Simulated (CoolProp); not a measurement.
Saturated liquid density (kg/m³) of cyclopentane: the reference equation beside estimates from Tc = 511.7 K, pc = 4.583 MPa, ω = 0.202.

Computed with CoolProp (reference Helmholtz-energy equation of state, Gedanitz 2015).

```tsv
T (K)	reference	Redlich-Kwong	Peng-Robinson
257.9	(withheld)	733.5	837.2
280	758.1	712.9	817.6
302.1	736.5	690.7	(withheld)
324.2	714.0	666.5	772.0
346.3	690.3	640.2	745.2
368.4	665.1	611.5	715.2
390.4	638.2	(withheld)	681.3
412.5	608.9	(withheld)	(withheld)
434.6	576.3	(withheld)	(withheld)
```

Task: What belongs in the gaps?

Result: 
- 257.9, reference: 778.9
- 302.1, Peng-Robinson: 796.0
- 390.4, Redlich-Kwong: 580.1
- 412.5, Redlich-Kwong: 544.9
- 412.5, Peng-Robinson: 642.2
- 434.6, Redlich-Kwong: 505.3
- 434.6, Peng-Robinson: 596.5

Absolute difference from the reference over all 9 rows, mean and median: Redlich-Kwong 8.0 and 7.3 %, Peng-Robinson 7.0 and 7.5 %.
